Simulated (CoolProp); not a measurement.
A simple Rankine cycle with R141b: condensing at 326.15 K, boiler at 1.48 MPa, turbine inlet 451.9 K, turbine efficiency 0.85, pump efficiency 0.7, no recuperator. Each further row changes one setting.

Computed with CoolProp (reference Helmholtz-energy equation of state, Lemmon 2006). It is a short technical equation, of lower accuracy than the large ones.

```json
[
 {"case": "as stated", "thermal efficiency (%)": "14.3", "net work (kJ/kg)": "44.2", "heat in (kJ/kg)": "309", "turbine exit temperature (K)": "386.2", "volume ratio over the turbine": "7.26"},
 {"case": "turbine inlet 471.9 K", "thermal efficiency (%)": "14.3", "net work (kJ/kg)": "47.1", "heat in (kJ/kg)": "330", "turbine exit temperature (K)": "406.5", "volume ratio over the turbine": "7.14"},
 {"case": "condensing temperature 318.15 K", "thermal efficiency (%)": "15.6", "net work (kJ/kg)": "49.5", "heat in (kJ/kg)": "318", "turbine exit temperature (K)": "379.3", "volume ratio over the turbine": "9.20"},
 {"case": "boiler pressure 1.04 MPa", "thermal efficiency (%)": "12.1", "net work (kJ/kg)": "38.3", "heat in (kJ/kg)": "315", "turbine exit temperature (K)": "399.7", "volume ratio over the turbine": "4.99"},
 {"case": "turbine efficiency 0.75", "thermal efficiency (%)": "12.6", "net work (kJ/kg)": "38.8", "heat in (kJ/kg)": "309", "turbine exit temperature (K)": "392.2", "volume ratio over the turbine": "7.39"}
]
```
